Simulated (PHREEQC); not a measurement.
Consider water at 25 °C with 0.25 mol/kgw NaHCO3 and 0.00055 mol/kgw NaOH. Closed to the air; pH follows from the charge balance.

Computed with PHREEQC (ion-association model, phreeqc.dat).

```yaml
pH: 7.91
ionic_strength: 0.235 mol/kgw
activity_of_water: 0.992
specific_conductance: 17000 µS/cm
density: 1.012 g/cm³
total_alkalinity: 251 meq/kg
```

```tsv
species	molality	activity	log γ
Na+	0.233	0.172	-0.131
HCO3-	0.226	0.166	-0.133
NaHCO3	0.0152	0.0161	0.023
CO2	0.00437	0.00461	0.023
NaCO3-	0.00275	0.00204	-0.131
CO3-2	0.00216	0.000636	-0.532
OH-	1.18e-6	8.20e-7	-0.159
(CO2)2	3.69e-7	3.90e-7	0.023
H+	1.55e-8	1.23e-8	-0.102
```

Precipitation was switched off in this run. Species that the database lacks are ignored.
